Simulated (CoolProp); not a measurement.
R11 along the isotherm 376.6 K: density (kg/m³) from the reference equation and from simpler models built on Tc = 471.1 K, pc = 44.08 bar, ω = 0.189; each cubic takes its own stable root.

Model: reference Helmholtz-energy equation of state, Jacobsen 1992, in CoolProp.

| p (bar) | phase | reference | van der Waals | Redlich-Kwong |
|---|---|---|---|---|
| 40.1 | liquid | 1285 | 831.0 | 1164 |
| 80.1 | liquid | 1307 | 870.2 | 1203 |
| 120 | liquid | 1325 | 898.0 | 1235 |
| 160 | liquid | 1342 | 919.8 | 1262 |
| 200 | liquid | 1357 | 937.7 | 1285 |
| 240 | liquid | 1371 | 952.9 | 1305 |
| 280 | liquid | 1384 | 966.0 | 1323 |
| 321 | liquid | 1396 | 977.8 | 1339 |
| 361 | liquid | 1407 | 988.1 | 1354 |
| 401 | liquid | 1418 | 997.4 | 1367 |
| 441 | liquid | 1428 | 1006 | 1380 |
